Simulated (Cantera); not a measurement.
A closed system holds: 1 mol C3H6, 0.026 mol NH3, 2.4 mol H2O, held at 2127 °C and 75.0 Torr.

Method: chemical equilibrium by Gibbs-energy minimisation in Cantera with the NASA 1993 tables (ideal gas, pure condensed phases). Rates play no part.

```json
[
 {"species": "H2", "before": "0.653", "after": "0.929"},
 {"species": "H", "before": "0.0406", "after": "0.0485"},
 {"species": "CO", "before": "0.299", "after": "0.0106"},
 {"species": "N2", "before": "0.000893", "after": "0.00259"},
 {"species": "HCN", "before": "0.00132", "after": "0.00267"},
 {"species": "HNC", "before": "0.000137", "after": "0.000278"},
 {"species": "CH4", "before": "7.58e-6", "after": "1.53e-5"},
 {"species": "CH3", "before": "8.68e-6", "after": "1.47e-5"},
 {"species": "C4H2", "before": "1.31e-5", "after": "1.86e-5"},
 {"species": "C(graphite), mol", "before": "0.514", "after": "2.91"}
]
```
Gas species are given as mole fractions.

Question: What was changed between the two runs?
A. H2O from 2.4 to 0.034 mol
B. temperature from 2127 °C to 1502 °C
C. H2O from 2.4 to 0.12 mol
D. NH3 from 0.026 to 2 mol

Answer: A, H2O from 2.4 to 0.034 mol
